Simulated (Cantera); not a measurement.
Input (Python, Cantera) and output of one run.

```python
import numpy as np
import cantera as ct

gas_names = """
    AL ALCL ALCL2 ALCL3 ALH ALO ALOCL ALOH ALO2 ALO2H AL2 AL2CL6 AL2O AL2O2 CL CLO CL2 H HALO HCL HOCL
    HO2 H2 H2O H2O2 O OH O2 O3
""".split()
cond_names = """
    AL(cr) AL(L) ALCL3(s) ALCL3(L) AL2O3(a) AL2O3(L) H2O(s) H2O(L)
""".split()


# ... load() reads the species with a 1 bar reference pressure and builds the phases ...
atoms = {
    'Al2O3': {'AL': 2, 'O': 3},
    'HCl': {'H': 1, 'CL': 1},
    'O2': {'O': 2},
}
top_T = {}  # K; cautious upper limits of use, not melting points


# ... equilibrate(T, P, feed) seeds the gas with the atoms and calls Mixture.equilibrate('TP', solver="vcs", rtol=1e-11, max_steps=5000) ...
results = []
feed = {'Al2O3': 1, 'HCl': 49, 'O2': 2}  # mol
P = 190  # Pa
for T in [800, 900, 1000, 1100, 1200, 1300, 1400, 1500, 1600, 1700, 1800, 1900]:
    mix = equilibrate(T, P, feed)
    results.append((T, P, feed, dict(zip(mix.species_names, mix.species_moles))))

top = {s: max(r[3][s] / sum(r[3][g] for g in gas_names) for r in results) for s in gas_names}
cols = sorted((s for s in top if top[s] > 1e-06), key=lambda s: -top[s])[:6]
seen = [c for c in cond_names if any(r[3].get(c, 0) > 1e-12 for r in results)]
print("log10 of partial pressures in bar; condensed amounts in mol")
print(f"{'T/K':>10s}" + "".join(f"{s[:9]:>10s}" for s in cols + seen))
for T, P, feed, n in results:
    ng = sum(n[g] for g in gas_names)
    print(f"{T:10.4g}" + "".join(f"{np.log10(max(n[s] / ng * P / 1e5, 1e-99)):10.3f}" for s in cols)
          + "".join(f"{n.get(c, 0):10.4g}" for c in seen))
```

It prints:

```
log10 of partial pressures in bar; condensed amounts in mol
       T/K       HCL        CL       H2O       CL2        O2        H2  AL2O3(a)
       800    -2.789    -6.969    -3.879    -3.879    -4.957   -14.686         1
       900    -2.777    -6.127    -3.990    -3.991    -4.597   -13.187         1
      1000    -2.768    -5.469    -4.107    -4.117    -4.433   -11.949         1
      1100    -2.763    -4.943    -4.206    -4.248    -4.353   -10.910         1
      1200    -2.762    -4.528    -4.266    -4.405    -4.320   -10.002         1
      1300    -2.766    -4.215    -4.263    -4.618    -4.327    -9.161    0.9999
      1400    -2.775    -3.994    -4.198    -4.896    -4.376    -8.355    0.9999
      1500    -2.786    -3.838    -4.105    -5.210    -4.472    -7.592    0.9998
      1600    -2.799    -3.725    -4.014    -5.531    -4.620    -6.882    0.9997
      1700    -2.812    -3.643    -3.943    -5.852    -4.836    -6.222    0.9996
      1800    -2.824    -3.586    -3.897    -6.171    -5.130    -5.600    0.9992
      1900    -2.835    -3.541    -3.878    -6.468    -5.456    -5.035    0.9982
```

Method: chemical equilibrium by Gibbs-energy minimisation in Cantera with the NASA 1993 tables (ideal gas, pure condensed phases). Condensed phases not in the tables: AlOCl.
